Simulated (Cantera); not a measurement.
## Stirred combustor or abatement burner

A perfectly stirred reactor is fed with CH₄ : C₂H₆ : O₂ : N₂ : CO₂ = 1 : 0.048 : 5.04 : 19 : 1.2 (molar parts), equivalence ratio 0.43, at 760 Torr; it is adiabatic with a 650 K inlet, and is followed from long to short residence time, starting on the burning branch (τ in s: 0.03, 0.014, 0.0061, 0.0028, 0.0012, 0.00055, 0.00025, 0.00011, 5e-05, 2.2e-05, 1e-05, 4.5e-06).

Model: GRI-Mech 3.0 (53 species, 325 reactions), integrated in Cantera.

```json
[
 {"τ (s)": "0.030", "T (K)": "1556", "x CH₄": "3.94e-5", "x C₂H₆": "5.05e-7", "x O₂": "0.109", "x NO₂": "1.11e-8", "x O": "0.000181"},
 {"τ (s)": "0.014", "T (K)": "1549", "x CH₄": "6.49e-5", "x C₂H₆": "8.26e-7", "x O₂": "0.110", "x NO₂": "8.01e-9", "x O": "0.000287"},
 {"τ (s)": "0.0061", "T (K)": "1537", "x CH₄": "0.000114", "x C₂H₆": "1.43e-6", "x O₂": "0.110", "x NO₂": "5.28e-9", "x O": "0.000461"},
 {"τ (s)": "0.0028", "T (K)": "1519", "x CH₄": "0.000200", "x C₂H₆": "2.47e-6", "x O₂": "0.111", "x NO₂": "3.58e-9", "x O": "0.000680"},
 {"τ (s)": "0.0012", "T (K)": "1484", "x CH₄": "0.000411", "x C₂H₆": "5.00e-6", "x O₂": "0.113", "x NO₂": "2.35e-9", "x O": "0.000917"},
 {"τ (s)": "0.00055", "T (K)": "1398", "x CH₄": "0.00142", "x C₂H₆": "1.81e-5", "x O₂": "0.119", "x NO₂": "1.16e-9", "x O": "0.000650"},
 {"τ (s)": "0.00025", "T (K)": "650", "x CH₄": "0.0380", "x C₂H₆": "0.00183", "x O₂": "0.192", "x NO₂": "<1e-12", "x O": "<1e-12"},
 {"τ (s)": "0.00011", "T (K)": "650", "x CH₄": "0.0380", "x C₂H₆": "0.00183", "x O₂": "0.192", "x NO₂": "<1e-12", "x O": "<1e-12"},
 {"τ (s)": "5.0e-5", "T (K)": "650", "x CH₄": "0.0380", "x C₂H₆": "0.00183", "x O₂": "0.192", "x NO₂": "<1e-12", "x O": "<1e-12"},
 {"τ (s)": "2.2e-5", "T (K)": "650", "x CH₄": "0.0380", "x C₂H₆": "0.00183", "x O₂": "0.192", "x NO₂": "<1e-12", "x O": "<1e-12"},
 {"τ (s)": "1.0e-5", "T (K)": "650", "x CH₄": "0.0380", "x C₂H₆": "0.00183", "x O₂": "0.192", "x NO₂": "<1e-12", "x O": "<1e-12"},
 {"τ (s)": "4.5e-6", "T (K)": "650", "x CH₄": "0.0380", "x C₂H₆": "0.00183", "x O₂": "0.192", "x NO₂": "<1e-12", "x O": "<1e-12"}
]
```
x: mole fraction; the columns are a selection and need not sum to one.
